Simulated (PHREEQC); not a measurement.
Make-up at 25 °C: 140 mmol/kgw HF, 9.7 mmol/kgw NaF, 0.083 mmol/kgw H4SiO4 and 0.069 mmol/kgw H2SO4. Closed to the air; pH follows from the charge balance.

Computed with PHREEQC (ion-association model, wateq4f.dat).

```
quantity                   before     after
------------------------  -------  --------
pH                           2.24      2.63
ionic strength (mol/kgw)   0.0162   0.00346
HF (mol/kgw)               0.0885    0.0108
H2F2 (mol/kgw)             0.0205  0.000302
F- (mol/kgw)               0.0118   0.00328
HF2- (mol/kgw)            0.00400  0.000136
SI of Quartz (SiO2)         -9.61     -5.79
```

**Question.** Name the change that produced these shifts.
A. diluted 10-fold with water
B. temperature from 25 to 20 °C
C. temperature from 25 to 70 °C
D. H2SO4 left out
E. H4SiO4 from 8.3e-05 to 7.47e-05 mol/kgw

**Answer.** A, diluted 10-fold with water

This is a speciation only: nothing precipitates in the calculation. wateq4f.dat counts part of the HF as a dimer, H2F2, which phreeqc.dat doesn't know; its constant is uncertain. SiF6-2 is the database's only silicon fluoride.
